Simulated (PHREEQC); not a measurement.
Solution (25 °C): 0.038 mol/kgw Cu(NO3)2 and 0.062 mol/kgw LiCl. Closed to the air; pH follows from the charge balance.

The numbers come from PHREEQC with the ion-association model, phreeqc.dat.

This is a speciation only: nothing precipitates in the calculation.

**Question.** Predict the pH.

**Answer.** pH 4.47.

**Question.** In which forms is Cl present?

**Answer.** Cl- 97 %, CuCl+ 3.2 % of the Cl.

Complexes and solids missing from the database can't appear.
